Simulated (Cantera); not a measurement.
# Silicon carbide growth: SiH4 + CH4 + H2

Feed: 1 mol SiH4, 0.44 mol CH4, 210 mol H2, at 1250 °C and 750 Torr.

These are equilibrium values from Cantera (NASA tables, ideal gas, pure condensed phases), not measurements of a reactor. Candidate condensed phases: C, C6H6, C7H8, C8H18, Si, SiC; 87 gas species. Mutual solubility and eutectic melting of coexisting phases are not modelled. Rates play no part.

The x(H2) comes out as 1.000, the x(H) is 2.32e-5 and the x(CH4) comes out as 1.83e-5. The x(SiH2) comes out as 2.01e-6 and the x(SiH4) is 1.06e-6. The n(Si(s)) is 0.563 mol and the n(SiC(s)) is 0.436 mol. The gas amount comes out as 212.9 mol and the log10 activity of C(graphite) (absent) is -2.10.
